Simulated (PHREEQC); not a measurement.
Consider water at 25 °C with 28 mmol/kgw CdBr2. Closed to the air; pH follows from the charge balance.

Computed with PHREEQC (ion-association model, phreeqc.dat).

No solid was allowed to form.

Q: Predict the pH, ionic strength.

A: pH 6.22; ionic strength 0.0412 mol/kgw.

Q: In which forms is Br present?

A: Br- 60 %, CdBr+ 32 %, CdBr2 7.9 % of the Br.
